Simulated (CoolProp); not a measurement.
Propylene glycol along the isotherm 346.85 °C: fugacity coefficient from the reference equation and from simpler models built on Tc = 400.8 °C, pc = 7.292 MPa, ω = 0.327; each cubic takes its own stable root.

Model: reference Helmholtz-energy equation of state, Eisenbach 2021, in CoolProp.

```csv
p (MPa),phase,reference
0.0576,gas,0.9964
0.0846,gas,0.9948
0.124,gas,0.9923
0.182,gas,0.9887
0.268,gas,0.9834
0.393,gas,0.9757
0.576,gas,0.9644
0.846,gas,0.9478
1.24,gas,0.9234
1.82,gas,0.8875
2.68,gas,0.8337
3.93,liquid,0.6673
5.76,liquid,0.4738
8.46,liquid,0.3419
12.4,liquid,0.2534
18.2,liquid,0.1945
```

Problem. How far does each simpler model (Redlich-Kwong, Soave-Redlich-Kwong, Peng-Robinson) lie from the reference over these 16 states: mean and median of the absolute difference, and the worst?

Solution. 
- Redlich-Kwong: mean 7.9 %, median 0.3 %, worst +28.9 % at 346.85 °C and 18.2 MPa
- Soave-Redlich-Kwong: mean 4.9 %, median 0.0 %, worst +16.8 % at 346.85 °C and 18.2 MPa
- Peng-Robinson: mean 3.6 %, median 0.6 %, worst +11.2 % at 346.85 °C and 3.93 MPa

At some of these states Redlich-Kwong, Soave-Redlich-Kwong gives the other phase, because its saturation line lies elsewhere.
